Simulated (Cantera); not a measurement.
An isothermal, constant-pressure homogeneous reactor starts with H₂ : O₂ : N₂ = 0.44 : 1 : 0.12 (molar parts), equivalence ratio 0.22, at 1150 K and 1.13 Torr.

Detailed kinetics in Cantera: the H2/O2 subset of GRI-Mech 3.0, which has no nitrogen chemistry. Radical loss at walls, strong at low pressure, is not modelled. The temperature is held fixed by assumption; the heat of reaction is taken as removed at once.

x: mole fraction; the columns are a selection and need not sum to one.

```csv
t (s),x H₂,x O₂,x H₂O,x HO₂,x H
4.00e-5,0.282,0.641,<1e-12,2.78e-10,2.72e-10
0.000159,0.282,0.641,4.30e-11,1.11e-9,1.05e-9
0.000634,0.282,0.641,1.71e-9,4.41e-9,4.81e-9
0.00252,0.282,0.641,1.12e-7,1.76e-8,9.26e-8
0.0100,0.277,0.639,0.00335,3.99e-7,0.00239
0.0400,0.0158,0.501,0.204,1.03e-6,0.118
0.159,0.0146,0.513,0.224,1.11e-6,0.0963
0.634,0.00890,0.548,0.280,1.31e-6,0.0380
2.52,(withheld),0.578,0.324,(withheld),(withheld)
10.0,(withheld),0.582,0.328,(withheld),(withheld)
40.0,4.41e-6,0.582,0.328,1.96e-8,3.71e-7
```

Q: Complete the blanks.

A: 
- 2.52, x H₂: 0.00101
- 2.52, x HO₂: 9.48e-7
- 2.52, x H: 0.00128
- 10.0, x H₂: 4.54e-5
- 10.0, x HO₂: 1.48e-7
- 10.0, x H: 1.21e-5
